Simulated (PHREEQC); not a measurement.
Make-up at 25 °C: 5.6 mmol/kgw K2CO3 and 1.2 mmol/kgw Al(NO3)3. Closed to the air; pH follows from the charge balance.

Equilibrium calculation in PHREEQC: ion-association model, phreeqc.dat.

```
quantity                     before    after
--------------------------  -------  -------
pH                             9.39    10.90
Al(OH)3 (mol/kgw)           2.29e-7  5.78e-9
SI of Al(OH)3(a) (Al(OH)3)    -0.50    -2.08
```

### Question
Name the change that produced these shifts.
(A) K2CO3 from 0.0056 to 0.00616 mol/kgw
(B) K2CO3 from 0.0056 to 0.00056 mol/kgw
(C) K2CO3 left out
(D) K2CO3 from 0.0056 to 0.056 mol/kgw
(E) Al(NO3)3 from 0.0012 to 0.00132 mol/kgw

### Answer
D, K2CO3 from 0.0056 to 0.056 mol/kgw

Precipitation was switched off in this run. Some of these states are supersaturated (in Gibbsite (slow to form), for instance).
